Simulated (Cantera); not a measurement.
# Ignition delay

Mixture: 14.7 % CH4, 16.4 % O2, 68.9 % N2, equivalence ratio 1.8, at 130000 Pa, adiabatic and at constant pressure. Ignition delay is the time to a rise of 400 K.

Computed with Cantera and GRI-Mech 3.0 (53 species, 325 reactions).

```json
[
 {"T0 (K)": "1123", "delay (ms)": "173"},
 {"T0 (K)": "1223", "delay (ms)": "40.6"},
 {"T0 (K)": "1323", "delay (ms)": "10.9"},
 {"T0 (K)": "1423", "delay (ms)": "3.24"},
 {"T0 (K)": "1523", "delay (ms)": "1.08"},
 {"T0 (K)": "1623", "delay (ms)": "0.409"},
 {"T0 (K)": "1723", "delay (ms)": "0.179"},
 {"T0 (K)": "1823", "delay (ms)": "0.0892"}
]
```

| Quantity | Result |
|---|---|
| apparent activation energy between 1623 and 1823 K | 190 kJ/mol |
